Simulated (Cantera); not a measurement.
A closed system holds: 1 mol AlN, 0.1 mol O2, 0.78 mol N2, at 0.000270 bar.

Method: chemical equilibrium by Gibbs-energy minimisation in Cantera with the NASA 1993 tables (ideal gas, pure condensed phases). Candidate condensed phases: Al, AlN, Al2O3; 16 gas species. Mutual solubility and eutectic melting of coexisting phases are not modelled. Condensed phases not in the tables: aluminium oxynitride. Equilibrium is a limit: real reactors are often held back by kinetics, nucleation or transport.

Task: What share of the Al ends up in condensed phases as a function of T (K), at 1450, 1550, 1650, 1750, 1850, 1950, 2050?

Result: 
| T (K) | Al condensed (%) | as |
|---|---|---|
| 1450 | 100.0 | AlN(s) + Al2O3(s) |
| 1550 | 100.0 | AlN(s) + Al2O3(s) |
| 1650 | 99.8 | AlN(s) + Al2O3(s) |
| 1750 | 96.9 | AlN(s) + Al2O3(s) |
| 1850 | 7.3 | AlN(s) |
| 1950 | 0.0 | - |
| 2050 | 0.0 | - |
